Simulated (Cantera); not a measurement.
Input: 1 mol B2O3, 0.41 mol N2, 27 mol H2, at 10.0 mbar.

Method: chemical equilibrium by Gibbs-energy minimisation in Cantera with the NASA 1993 tables (ideal gas, pure condensed phases). Candidate condensed phases: B, BN, B2O3, B3O3H3, H2O; 39 gas species. N2 is the only nitrogen source here; it is nearly inert below about 1500 K, so the nitride shown seldom forms there in practice. Mutual solubility and eutectic melting of coexisting phases are not modelled. Rates play no part. All values below are at 1075 K.

Base state: H2 0.985, N2 0.0148, H2O 0.000490, HBO2 2.49e-5 (mole fractions); condensed: BN(s) + B2O3(l).

What changes in the equilibrium state with this change: B2O3 replaced by BCl3?


```tsv
species	before	after
H2	0.985	0.907
HCl	0	0.0866
BCl3	0	0.00633
N2	0.0148	<1e-9
H2O	0.000490	0
HBO2	2.49e-5	0
BN(s), mol	0.00918	0.820
B2O3(l), mol	0.995	0
```
Gases not in the tables: BHCl2. Further candidate phases: NH4Cl.
